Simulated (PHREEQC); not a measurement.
Consider water at 25 °C with 0.00026 mol Ca(OH)2 and 0.00025 mol H3PO4 per kg of water. Closed to the air; pH follows from the charge balance.

Equilibrium calculation in PHREEQC: ion-association model, phreeqc.dat.

Precipitation was switched off in this run.

Q: Order these P species by the share of P that they hold, largest first: HPO4-2, CaPO4-, H2PO4-, CaHPO4.

A: HPO4-2 (81 %), CaPO4- (8.6 %), CaHPO4 (7.5 %), H2PO4- (2.5 %)

Q: Order these Ca species by the share of Ca that they hold, largest first: CaPO4-, Ca+2, CaHPO4.

A: Ca+2 (84 %), CaPO4- (8.2 %), CaHPO4 (7.2 %)

The pH is 8.67 and the ionic strength 0.000862 mol/kgw. Examples of supersaturated solids here: Hydroxyapatite. Others may be too.
